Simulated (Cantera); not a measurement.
Stirred combustor or abatement burner

A perfectly stirred reactor is fed with CH4 : H2 : O2 : N2 = 1 : 0.81 : 2.19 : 13.8 (molar parts), equivalence ratio 1.1, at 210000 Pa; it is adiabatic with a 750 K inlet, and is followed from long to short residence time, starting on the burning branch (τ in s: 0.46, 0.17, 0.062, 0.023, 0.0083, 0.0031, 0.0011, 0.00041, 0.00015, 5.6e-05).

Model: GRI-Mech 3.0 (53 species, 325 reactions), integrated in Cantera.

| τ (s) | T (K) | x CH4 | x H2 | x O2 | x CH2O | x HO2 | x O |
|---|---|---|---|---|---|---|---|
| 0.46 | 2098 | 3.40e-6 | 0.0104 | 0.000110 | 2.18e-7 | 3.09e-8 | 1.40e-5 |
| 0.17 | 2094 | 5.37e-6 | 0.0105 | 0.000200 | 4.27e-7 | 6.45e-8 | 2.50e-5 |
| 0.062 | 2088 | 8.12e-6 | 0.0107 | 0.000386 | 7.92e-7 | 1.46e-7 | 4.93e-5 |
| 0.023 | 2077 | 1.25e-5 | 0.0111 | 0.000735 | 1.40e-6 | 3.20e-7 | 9.87e-5 |
| 0.0083 | 2060 | 2.06e-5 | 0.0117 | 0.00138 | 2.48e-6 | 6.74e-7 | 0.000199 |
| 0.0031 | 2034 | 3.58e-5 | 0.0127 | 0.00239 | 4.28e-6 | 1.29e-6 | 0.000376 |
| 0.0011 | 1996 | 6.92e-5 | 0.0141 | 0.00400 | 7.75e-6 | 2.39e-6 | 0.000691 |
| 0.00041 | 1946 | 0.000141 | 0.0159 | 0.00619 | 1.44e-5 | 4.11e-6 | 0.00112 |
| 0.00015 | 1882 | 0.000335 | 0.0179 | 0.00946 | 3.01e-5 | 7.17e-6 | 0.00160 |
| 5.6e-5 | 1797 | 0.00106 | 0.0207 | 0.0159 | 8.06e-5 | 1.50e-5 | 0.00167 |
x: mole fraction; the columns are a selection and need not sum to one.
